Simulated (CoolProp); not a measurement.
Vapour-liquid equilibrium of CH2F2 (R32) (1) + propylene (2) at 42.65 °C; x and y are mole fractions of (1).

Model: multi-fluid Helmholtz-energy mixture model, Tillner-Roth 1997 and Lemmon 2013; pair parameters Bell 2016, in CoolProp.

```json
[
 {"x": "0.05", "bubble pressure, mixture model (bar)": "?", "bubble pressure, Raoult's law (bar)": "17.94", "y, mixture model": "?", "y, Raoult's law": "0.074"},
 {"x": "0.2", "bubble pressure, mixture model (bar)": "24.02", "bubble pressure, Raoult's law (bar)": "19.28", "y, mixture model": "?", "y, Raoult's law": "0.274"},
 {"x": "0.35", "bubble pressure, mixture model (bar)": "27.04", "bubble pressure, Raoult's law (bar)": "20.62", "y, mixture model": "0.462", "y, Raoult's law": "0.449"},
 {"x": "0.5", "bubble pressure, mixture model (bar)": "?", "bubble pressure, Raoult's law (bar)": "21.96", "y, mixture model": "0.567", "y, Raoult's law": "0.602"},
 {"x": "0.65", "bubble pressure, mixture model (bar)": "29.77", "bubble pressure, Raoult's law (bar)": "23.30", "y, mixture model": "?", "y, Raoult's law": "0.737"},
 {"x": "0.8", "bubble pressure, mixture model (bar)": "?", "bubble pressure, Raoult's law (bar)": "24.64", "y, mixture model": "0.774", "y, Raoult's law": "0.858"},
 {"x": "0.95", "bubble pressure, mixture model (bar)": "27.64", "bubble pressure, Raoult's law (bar)": "25.98", "y, mixture model": "0.927", "y, Raoult's law": "0.966"}
]
```

Task: Some entries are withheld; supply them.

Result: 
- 0.05, bubble pressure, mixture model (bar): 19.47
- 0.05, y, mixture model: 0.113
- 0.2, y, mixture model: 0.328
- 0.5, bubble pressure, mixture model (bar): 28.90
- 0.65, y, mixture model: 0.665
- 0.8, bubble pressure, mixture model (bar): 29.53

The largest gap from Raoult's law is +31.6 % in bubble pressure, at x = 0.5. y crosses x between x = 0.65 and 0.8: the model has an azeotrope there.

Pair parameters are fitted to limited data, so mixtures are less certain than the pure fluids.
